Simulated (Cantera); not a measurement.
An isothermal, constant-pressure homogeneous reactor starts with H2 : O2 = 0.072 : 1 (molar parts), equivalence ratio 0.036, at 1398 K and 3.53 Torr.

Cantera simulation using GRI-Mech 3.0 (53 species, 325 reactions); the numbers are that mechanism's predictions, not measurements. Radical loss at walls, strong at low pressure, is not modelled. The temperature is held fixed by assumption; the heat of reaction is taken as removed at once.

x: mole fraction; the columns are a selection and need not sum to one.

```tsv
t (s)	x H2	x O2	x OH	x HO2	x H2O
0.000400	0.0672	0.933	3.17e-7	___	3.96e-7
0.000768	0.0672	0.933	2.43e-6	___	4.12e-6
0.00147	0.0669	0.933	9.51e-5	___	0.000176
0.00283	0.0190	0.896	0.0119	9.14e-7	0.0368
0.00543	0.00149	0.877	0.00767	8.73e-7	0.0569
0.0104	0.00144	0.878	0.00757	8.69e-7	0.0572
0.0200	0.00142	0.879	0.00751	8.65e-7	0.0574
0.0384	0.00137	0.881	0.00739	8.59e-7	0.0578
0.0737	0.00129	0.884	0.00718	8.47e-7	0.0586
0.141	0.00114	0.890	0.00678	8.21e-7	0.0600
0.271	0.000912	0.899	0.00609	7.69e-7	0.0619
0.521	0.000610	0.910	0.00501	___	0.0643
1.00	0.000320	0.919	0.00365	___	0.0665
```

Complete the blanks.


- 0.000400, x HO2: 2.01e-7
- 0.000768, x HO2: 3.84e-7
- 0.00147, x HO2: 7.29e-7
- 0.521, x HO2: 6.66e-7
- 1.00, x HO2: 5.01e-7
